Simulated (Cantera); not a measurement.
Feed: 1 mol CH3SiCl3, 0.022 mol C3H8, 2.8 mol H2, at 1675 K and 1.33 mbar.

These are equilibrium values from Cantera (NASA tables, ideal gas, pure condensed phases), not measurements of a reactor. The feed counts by its element totals alone. The tables' values for SiCl3, SiCl are old estimates; treat these amounts as uncertain. The numbers say what is thermodynamically allowed, not how fast it happens.

```csv
species,before,after
H2,0.511,0.714
HCl,0.465,0.157
SiCl2,0.0205,0.124
C2H2 (acetylene),2.96e-5,7.50e-9
SiH,1.92e-7,1.69e-5
Si,4.38e-6,0.000326
SiCl,1.99e-5,0.000423
Cl,0.00161,0.000461
SiCl4,2.00e-5,9.87e-6
"C(graphite), mol",0.190,0
"SiC(s), mol",0.876,0.0660
"Si(s), mol",0,0.318
```
Gas species are given as mole fractions.

Question: Which change was made?
(A) temperature from 1675 K to 1700 K
(B) CH3SiCl3 replaced by SiH2Cl2
(C) CH3SiCl3 replaced by SiCl4
(D) temperature from 1675 K to 1250 K

Answer: B, CH3SiCl3 replaced by SiH2Cl2. Mutual solubility and eutectic melting of coexisting phases are not modelled
